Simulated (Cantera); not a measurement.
What does this Cantera script print?

```python
import numpy as np
import cantera as ct

gas = ct.Solution("gri30.yaml")
gas.TPX = 1398, 1700000, {'C3H8': 1, 'O2': 4.55, 'N2': 17.1, 'CO2': 1.1}
reactor = ct.IdealGasConstPressureReactor(gas, energy="on", clone=False)
net = ct.ReactorNet([reactor])
net.rtol, net.atol = 1e-08, 1e-16
show = ['C3H8', 'O2', 'CO2', 'HCN', 'C2H4', 'C2H', 'NO2']
times = np.geomspace(1e-06, 0.3, 12)

steps = ct.SolutionArray(gas, extra=["t"])
rows = []
print(f"{'t/s':>10s}{'T/K':>9s}{'P/Pa':>11s}" + "".join(f"{s:>11s}" for s in show))
for t in times:
    while net.time < t:
        t_next = net.step()
        steps.append(gas.state, t=t_next)
    rows.append([np.interp(t, steps.t, y) for y in (steps.T, steps.P, *steps(*show).X.T)])
    print(f"{t:10.3e}{rows[-1][0]:9.1f}{rows[-1][1]:11.4g}" + "".join(f"{x:11.3e}" for x in rows[-1][2:]))
rate = np.gradient(steps.T, steps.t)
print("integrator steps:", len(steps.t))
if steps.T.max() > steps.T[0] + 200:
    print(f"time of steepest temperature rise: {steps.t[rate.argmax()]:.4e} s")
gas.TPX = 1398, 1700000, {'C3H8': 1, 'O2': 4.55, 'N2': 17.1, 'CO2': 1.1}
gas.equilibrate("HP")
print(f"equilibrium (HP): T = {gas.T:.1f} K  " + "  ".join(f"{s} {gas[s].X[0]:.3e}" for s in show))
```

Output:

```
       t/s      T/K       P/Pa       C3H8         O2        CO2        HCN       C2H4        C2H        NO2
 1.000e-06   1397.7    1.7e+06  4.205e-02  1.915e-01  4.631e-02  1.568e-17  5.066e-05  9.792e-18  2.573e-18
 3.147e-06   1397.2    1.7e+06  4.178e-02  1.914e-01  4.630e-02  1.322e-15  3.059e-04  2.595e-15  2.380e-16
 9.905e-06   1397.7    1.7e+06  4.039e-02  1.906e-01  4.624e-02  2.648e-14  1.645e-03  1.250e-13  1.089e-14
 3.117e-05   1405.5    1.7e+06  3.434e-02  1.864e-01  4.596e-02  3.109e-13  7.415e-03  6.811e-12  4.397e-13
 9.810e-05   2862.3    1.7e+06  3.528e-38  9.685e-03  1.075e-01  4.440e-09  6.450e-21  6.036e-18  9.151e-07
 3.087e-04   2850.7    1.7e+06  4.790e-38  8.420e-03  1.066e-01  9.082e-09  7.542e-21  6.183e-18  3.027e-06
 9.717e-04   2846.6    1.7e+06  5.321e-38  8.015e-03  1.063e-01  1.072e-08  7.957e-21  6.226e-18  3.668e-06
 3.058e-03   2846.6    1.7e+06  5.327e-38  8.011e-03  1.063e-01  1.074e-08  7.961e-21  6.227e-18  3.674e-06
 9.624e-03   2846.6    1.7e+06  5.327e-38  8.011e-03  1.063e-01  1.074e-08  7.961e-21  6.227e-18  3.674e-06
 3.029e-02   2846.6    1.7e+06  5.327e-38  8.011e-03  1.063e-01  1.074e-08  7.961e-21  6.227e-18  3.674e-06
 9.532e-02   2846.6    1.7e+06  5.327e-38  8.011e-03  1.063e-01  1.074e-08  7.961e-21  6.227e-18  3.674e-06
 3.000e-01   2846.6    1.7e+06  5.327e-38  8.011e-03  1.063e-01  1.074e-08  7.961e-21  6.227e-18  3.674e-06
integrator steps: 1983
time of steepest temperature rise: 5.4920e-05 s
equilibrium (HP): T = 2846.6 K  C3H8 7.631e-38  O2 8.011e-03  CO2 1.063e-01  HCN 1.074e-08  C2H4 8.588e-21  C2H 6.616e-18  NO2 3.674e-06
```

Model: GRI-Mech 3.0 (53 species, 325 reactions), integrated in Cantera. GRI-Mech 3.0 was tuned for natural gas; its chemistry of propane as a main component is partial and can be far from experiment. The pressure lies above the range GRI-Mech 3.0 was tuned for (to about 10 atm).
